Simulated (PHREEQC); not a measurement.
Dissolve 0.014 mol/kgw HF and 0.074 mol/kgw (CH3)4NF at 25 °C. Closed to the air; pH follows from the charge balance.

Model: ion-association model, phreeqc.dat, run in PHREEQC.

This is a speciation only: nothing precipitates in the calculation.

**Question.** Order these F species by the share of F that they hold, largest first: HF, F-, HF2-.

**Answer.** F- (81 %), HF (12 %), HF2- (6.7 %)

The pH is 3.88 and the ionic strength 0.0742 mol/kgw. (CH3)4N+ isn't in the database: it is added as a free cation with an ion size of 4 Å.
